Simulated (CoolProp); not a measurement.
Vapour pressure (MPa) of CH3F (R41): the reference equation beside estimates from Tc = 317.3 K, pc = 5.906 MPa, ω = 0.200. Clausius-Clapeyron is anchored at 144.8 K with a constant enthalpy of vaporisation of 18.71 kJ/mol.

Model: reference Helmholtz-energy equation of state, Lemmon 2006, in CoolProp. It is a short technical equation, of lower accuracy than the large ones.

| T (K) | reference | Lee-Kesler | Clausius-Clapeyron | Soave-Redlich-Kwong | Peng-Robinson |
|---|---|---|---|---|---|
| 144.8 | 0.002139 | 0.001736 | 0.002139 | 0.001777 | 0.001981 |
| 154.5 | 0.005650 | 0.004783 | 0.005675 | 0.004889 | 0.005306 |
| 164.3 | 0.01322 | 0.01163 | 0.01353 | 0.01184 | 0.01257 |
| 174.1 | 0.02779 | 0.02524 | 0.02925 | 0.02560 | 0.02671 |
| 183.8 | 0.05308 | 0.04959 | 0.05786 | 0.05005 | 0.05151 |
| 193.6 | 0.09483 | 0.09070 | 0.1075 | 0.09117 | 0.09279 |
| 203.4 | 0.1592 | 0.1552 | 0.1883 | 0.1555 | 0.1569 |
| 213.2 | 0.2536 | 0.2510 | 0.3131 | 0.2510 | 0.2515 |
| 222.9 | 0.3849 | 0.3852 | 0.4956 | 0.3850 | 0.3837 |
| 232.7 | 0.5648 | 0.5697 | 0.7583 | 0.5698 | 0.5656 |
| 242.5 | 0.8022 | 0.8131 | 1.121 | 0.8149 | 0.8067 |
| 252.2 | 1.104 | 1.122 | 1.602 | 1.128 | 1.114 |

Absolute difference from the reference over all 12 rows, mean and median: Lee-Kesler 6.1 and 3.4 %, Clausius-Clapeyron 18.3 and 15.8 %, Soave-Redlich-Kwong 5.5 and 3.1 %, Peng-Robinson 2.6 and 1.8 %.
